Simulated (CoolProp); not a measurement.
Model: reference Helmholtz-energy equation of state, Thol 2015, in CoolProp.

### Question
For octamethylcyclotetrasiloxane (D4), give the phase and the cv (kJ/(kg K)), Joule-Thomson coefficient (K/MPa), isothermal compressibility (1/MPa), expansivity (1/kK) at 45.65 °C and 0.0996 MPa; 130.15 °C and 0.158 MPa.

### Answer
- 45.65 °C and 0.0996 MPa: liquid; cv 1.41, Joule-Thomson coefficient -0.382, isothermal compressibility 0.00181, expansivity 1.24
- 130.15 °C and 0.158 MPa: liquid; cv 1.60, Joule-Thomson coefficient -0.246, isothermal compressibility 0.00407, expansivity 1.53
